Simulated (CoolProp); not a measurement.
A simple Rankine cycle with n-heptane: condensing at 299.15 K, boiler at 0.287 MPa, turbine inlet 413.5 K, turbine efficiency 0.75, pump efficiency 0.8, no recuperator. Each further row changes one setting.

Computed with CoolProp (reference Helmholtz-energy equation of state, Span 2003). It is a short technical equation, of lower accuracy than the large ones.

| case | thermal efficiency (%) | net work (kJ/kg) | heat in (kJ/kg) | turbine exit temperature (K) | volume ratio over the turbine |
|---|---|---|---|---|---|
| as stated | ? | ? | 569 | ? | 44.1 |
| turbine inlet 433.5 K | 14.9 | ? | 615 | 385.2 | 43.6 |
| condensing temperature 291.15 K | 16.3 | 95.4 | ? | 360.1 | 65.6 |
| boiler pressure 0.201 MPa | 14.0 | 80.1 | ? | 370.3 | 30.2 |
| turbine efficiency 0.65 | 13.2 | ? | 569 | 370.6 | ? |

Q: Complete the blanks.

A: 
- as stated, thermal efficiency (%): 15.2
- as stated, net work (kJ/kg): 86.6
- as stated, turbine exit temperature (K): 364.7
- turbine inlet 433.5 K, net work (kJ/kg): 91.8
- condensing temperature 291.15 K, heat in (kJ/kg): 587
- boiler pressure 0.201 MPa, heat in (kJ/kg): 574
- turbine efficiency 0.65, net work (kJ/kg): 75.0
- turbine efficiency 0.65, volume ratio over the turbine: 44.8
